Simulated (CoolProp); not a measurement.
Values from CoolProp's reference Helmholtz-energy equation of state, Thol 2017.

Q: For octamethyltrisiloxane (MDM), give the phase and the Z, speed of sound (m/s), expansivity (1/kK) at -78.95 °C and 0.824 MPa.

A: 
- -78.95 °C and 0.824 MPa: liquid; Z 0.132, speed of sound 1300, expansivity 1.07
